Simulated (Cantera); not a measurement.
What does this Cantera script print?

```python
import numpy as np
import cantera as ct

surf = ct.Interface("ptcombust.yaml", "Pt_surf")
gas = surf.adjacent["gas"]
gas.TPX = 300, 10000, {'CH4': 0.047, 'O2': 0.071, 'N2': 0.79}
jet = ct.ImpingingJet(gas=gas, width=0.052, surface=surf)
jet.inlet.mdot, jet.inlet.T, jet.inlet.X = 0.065, 300, {'CH4': 0.047, 'O2': 0.071, 'N2': 0.79}
jet.set_refine_criteria(ratio=10, slope=0.2, curve=0.3)
show, cover = ['CH4', 'O2', 'H2O', 'OH', 'CO', 'CO2'], ["PT(S)", "H(S)", "O(S)", "OH(S)", "CO(S)", "C(S)"]

rows = []
print(f"{'Ts/K':>7s}" + "".join(f"{s:>11s}" for s in show + cover) + "   (gas at the wall, coverages)")
for i, Ts in enumerate([900, 950, 1000, 1050, 1100, 1150, 1200]):
    jet.surface.T = Ts
    if i == 0:
        surf.TP = Ts, 10000
        surf.coverages = "PT(S):0.5, O(S):0.5"
        surf.advance_coverages(1.0)
        jet.set_initial_guess(products="inlet")
    jet.solve(loglevel=0, auto=(i == 0))
    rows.append([*(jet.X[gas.species_index(s), -1] for s in show), *surf[cover].coverages])
    print(f"{Ts:7g}" + "".join(f"{x:11.3e}" for x in rows[-1]))
```

Result:

```
   Ts/K        CH4         O2        H2O         OH         CO        CO2      PT(S)       H(S)       O(S)      OH(S)      CO(S)       C(S)   (gas at the wall, coverages)
    900  7.189e-03  3.006e-03  8.173e-02  1.564e-10  3.791e-02  1.026e-02  5.725e-01  1.858e-04  1.519e-05  1.843e-05  4.195e-01  7.817e-03
    950  5.005e-03  2.194e-03  8.456e-02  2.721e-10  4.446e-02  5.255e-03  6.937e-01  5.419e-04  5.409e-06  9.720e-06  2.908e-01  1.486e-02
   1000  3.736e-03  1.721e-03  8.405e-02  6.624e-10  4.582e-02  5.195e-03  8.077e-01  9.328e-04  4.504e-06  7.913e-06  1.789e-01  1.240e-02
   1050  3.103e-03  1.491e-03  8.191e-02  1.958e-09  4.439e-02  7.612e-03  8.922e-01  1.104e-03  6.470e-06  8.354e-06  1.006e-01  6.139e-03
   1100  2.830e-03  1.405e-03  7.913e-02  5.659e-09  4.171e-02  1.105e-02  9.424e-01  1.147e-03  1.026e-05  9.132e-06  5.359e-02  2.816e-03
   1150  2.732e-03  1.393e-03  7.604e-02  1.525e-08  3.842e-02  1.498e-02  9.694e-01  1.130e-03  1.615e-05  9.905e-06  2.813e-02  1.344e-03
   1200  2.715e-03  1.414e-03  7.281e-02  3.788e-08  3.484e-02  1.915e-02  9.833e-01  1.086e-03  2.482e-05  1.063e-05  1.487e-02  6.672e-04
```

Detailed kinetics in Cantera: Deutschmann's 1995 Pt surface mechanism with GRI-Mech 3.0 gas chemistry. Catalytic surfaces can have several steady states; this one follows from the mechanism file's or the stated starting coverage.
